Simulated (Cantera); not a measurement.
An isothermal, constant-pressure homogeneous reactor starts with 1.53 % C2H4, 2.67 % O2, 95.4 % N2, 0.410 % CH4, equivalence ratio 2.0, at 1075 K and 750 Torr.

Cantera simulation using GRI-Mech 3.0 (53 species, 325 reactions); the numbers are that mechanism's predictions, not measurements. GRI-Mech 3.0 was tuned for natural gas; its chemistry of ethylene as a main component is partial and can be far from experiment. The temperature is held fixed by assumption; the heat of reaction is taken as removed at once.

### Question
Predict: x(C2H4) at 80.0 s; x(O2) at 80.0 s; x(CH3) at 80.0 s; x(H2O) at 80.0 s.

### Answer
```
Property                                            Result
-----------------  ---------------------------------------
x(C2H4) at 80.0 s  0.000660 (gas-phase equilibrium <1e-12)
x(O2) at 80.0 s     2.33e-7 (gas-phase equilibrium <1e-12)
x(CH3) at 80.0 s    2.69e-8 (gas-phase equilibrium <1e-12)
x(H2O) at 80.0 s    0.0202 (gas-phase equilibrium 0.00941)
```
